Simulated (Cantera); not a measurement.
Input: 1 mol toluene, 1.2 mol H2, 31 mol N2, at 10.5 Torr.

Method: chemical equilibrium by Gibbs-energy minimisation in Cantera with the NASA 1993 tables (ideal gas, pure condensed phases). Candidate condensed phases: C, C6H6, C7H8, C8H18; 110 gas species. Ions and electrons are included (thermal ionisation). Equilibrium is a limit: real reactors are often held back by kinetics, nucleation or transport. All values below are at 3500 K.

Base state: N2 0.658, H 0.222, CN 0.0495, C 0.0402, C3 0.0142, C2 0.00841, HCN 0.00285, H2 0.00197 (mole fractions); condensed: gas only.

### Question
What changes in the equilibrium state with this change: H2 from 1.2 to 63 mol?

### Answer
| species | before | after |
|---|---|---|
| H | 0.222 | 0.759 |
| N2 | 0.658 | 0.179 |
| H2 | 0.00197 | 0.0232 |
| CN | 0.0495 | 0.0119 |
| C3 | 0.0142 | 0.00140 |
| C | 0.0402 | 0.0186 |
| C5 | 3.43e-5 | 7.20e-7 |
| C4 | 3.14e-5 | 1.43e-6 |
| C2N2 | 0.000132 | 7.68e-6 |
| CNC | 9.19e-5 | 1.02e-5 |
| C2 | 0.00841 | 0.00179 |
